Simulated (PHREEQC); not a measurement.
A solution holds 0.05 mol/kgw CaCl2 and 0.00023 mol/kgw CO2, at 70 °C. Closed to the air; pH follows from the charge balance.

All values are PHREEQC results (Pitzer model, pitzer.dat), not measurements.

The ionic strength comes out as 0.150 mol/kgw. What activity coefficients do Cl-, Ca+2, H+, HCO3- get?

Cl- 0.72, Ca+2 0.30, H+ 0.75, HCO3- 0.81. Single-ion values are on the MacInnes scale.

This is a speciation only: nothing precipitates in the calculation. Constants without temperature data keep their 25 °C values here.
